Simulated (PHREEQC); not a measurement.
Make-up at 25 °C: 0.43 mol/kgw NH4HF2, 0.0092 mol/kgw (NH4)2SiF6, 0.00051 mol/kgw H3PO4 and 0.054 mol/kgw HCl. Closed to the air; pH follows from the charge balance.

Model: ion-association model, phreeqc.dat, run in PHREEQC.

This is a speciation only: nothing precipitates in the calculation.

Task: What pH does the model give?

Result: pH 2.74.

Task: In which forms is P present?

Result: H2PO4- 86 %, H3PO4 14 % of the P.

Species that the database lacks are ignored. SiF6-2 is the database's only silicon fluoride.
